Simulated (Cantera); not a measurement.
## Diamond growth

A diamond (100) surface in a fixed gas of H2 with x(CH4) = 0.0029, x(CH3) = 2.2e-05, at 948 K, 9.00 Torr; coverages are run to steady state.

Detailed kinetics in Cantera: the Harris–Goodwin 1993 mechanism for the reconstructed diamond (100) surface.

```
x(H)     growth (µm/h)  θ c6HH  θ c6H*  θ c6*H   θ c6**    θ c6HM
-------  -------------  ------  ------  ------  -------  --------
0.0001          0.0291   0.630  0.0126   0.302  0.00388    0.0395
0.00023         0.0513   0.628  0.0131   0.314  0.00504    0.0305
0.00053         0.0739   0.633  0.0135   0.323  0.00581    0.0192
0.0012          0.0903   0.638  0.0137   0.328  0.00624    0.0104
0.0028           0.100   0.642  0.0139   0.331  0.00646   0.00493
0.0063           0.105   0.644  0.0139   0.333  0.00656   0.00230
0.015            0.107   0.645  0.0140   0.334  0.00661  0.000987
0.033            0.108   0.645  0.0141   0.334  0.00663  0.000453
0.076            0.109   0.645  0.0142   0.334  0.00666  0.000197
```
θ: site fractions in the mechanism's names (c6HH fully hydrogenated, c6H* and c6*H radical sites, c6** diradical, c6HM methylated).
